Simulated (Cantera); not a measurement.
Feed: 1 mol Si, 5.8 mol CO, 170 mol H2, at 1527 °C and 1.65 Torr.

Method: chemical equilibrium by Gibbs-energy minimisation in Cantera with the NASA 1993 tables (ideal gas, pure condensed phases). Candidate condensed phases: C, C6H6, C7H8, C8H18, H2O, Si, SiC, SiO2; 123 gas species. Equilibrium is a limit: real reactors are often held back by kinetics, nucleation or transport.

Base state: H2 0.959, CO 0.0301, H 0.00748, SiO 0.00277, Si 0.000141, C2H2 (acetylene) 1.02e-5 (mole fractions); condensed: SiC(s).

Task: What changes in the equilibrium state with this change: temperature from 1527 °C to 1452 °C?

Result: 
| species | before | after |
|---|---|---|
| H2 | 0.959 | 0.963 |
| CO | 0.0301 | 0.0301 |
| H | 0.00748 | 0.00389 |
| Si | 0.000141 | 3.57e-5 |
| SiO | 0.00277 | 0.00282 |
| C2H2 (acetylene) | 1.02e-5 | 4.20e-6 |
| SiC(s), mol | 0.484 | 0.496 |

Task: What changes in the equilibrium state with this change: temperature from 1527 °C to 1325 °C?

Result: 
| species | before | after |
|---|---|---|
| H2 | 0.959 | 0.966 |
| CO | 0.0301 | 0.0301 |
| SiO | 0.00277 | 0.00284 |
| H | 0.00748 | 0.00112 |
| Si | 0.000141 | 2.54e-6 |
| C2H2 (acetylene) | 1.02e-5 | 7.94e-7 |
| SiC(s), mol | 0.484 | 0.500 |
